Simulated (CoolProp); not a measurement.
Properties of cyclohexane along the isotherm 346.85 °C (Tc = 280.5 °C, pc = 40.81 bar, ω = 0.209).

Values from CoolProp's reference Helmholtz-energy equation of state, Zhou 2014.

```json
[
 {"p (bar)": "6.12", "phase": "gas", "density (kg/m³)": "10.37", "cp (kJ/(kg K))": "2.778", "speed of sound (m/s)": "243.6", "expansivity (1/kK)": "1.814", "viscosity (µPa s)": "13.7"},
 {"p (bar)": "12.2", "phase": "gas", "density (kg/m³)": "21.50", "cp (kJ/(kg K))": "2.809", "speed of sound (m/s)": "234.7", "expansivity (1/kK)": "2.058", "viscosity (µPa s)": "14.0"},
 {"p (bar)": "18.4", "phase": "gas", "density (kg/m³)": "33.89", "cp (kJ/(kg K))": "2.848", "speed of sound (m/s)": "225.2", "expansivity (1/kK)": "2.369", "viscosity (µPa s)": "14.5"},
 {"p (bar)": "24.5", "phase": "gas", "density (kg/m³)": "47.33", "cp (kJ/(kg K))": "2.896", "speed of sound (m/s)": "215.3", "expansivity (1/kK)": "2.757", "viscosity (µPa s)": "15.0"},
 {"p (bar)": "30.6", "phase": "gas", "density (kg/m³)": "62.31", "cp (kJ/(kg K))": "2.959", "speed of sound (m/s)": "205.0", "expansivity (1/kK)": "3.258", "viscosity (µPa s)": "15.7"},
 {"p (bar)": "36.7", "phase": "gas", "density (kg/m³)": "79.24", "cp (kJ/(kg K))": "3.043", "speed of sound (m/s)": "194.2", "expansivity (1/kK)": "3.920", "viscosity (µPa s)": "16.4"},
 {"p (bar)": "42.8", "phase": "supercritical", "density (kg/m³)": "98.70", "cp (kJ/(kg K))": "3.157", "speed of sound (m/s)": "183.1", "expansivity (1/kK)": "4.814", "viscosity (µPa s)": "17.2"},
 {"p (bar)": "49", "phase": "supercritical", "density (kg/m³)": "___", "cp (kJ/(kg K))": "3.318", "speed of sound (m/s)": "171.7", "expansivity (1/kK)": "___", "viscosity (µPa s)": "18.2"},
 {"p (bar)": "55.1", "phase": "supercritical", "density (kg/m³)": "149.2", "cp (kJ/(kg K))": "3.537", "speed of sound (m/s)": "___", "expansivity (1/kK)": "7.738", "viscosity (µPa s)": "19.5"},
 {"p (bar)": "61.2", "phase": "supercritical", "density (kg/m³)": "181.9", "cp (kJ/(kg K))": "3.813", "speed of sound (m/s)": "153.4", "expansivity (1/kK)": "9.724", "viscosity (µPa s)": "21.4"}
]
```

Q: Complete the blanks.

A: 
- 49, density (kg/m³): 121.9
- 49, expansivity (1/kK): 6.066
- 55.1, speed of sound (m/s): 161.2

Viscosity comes from a separate model (Tariq 2014).
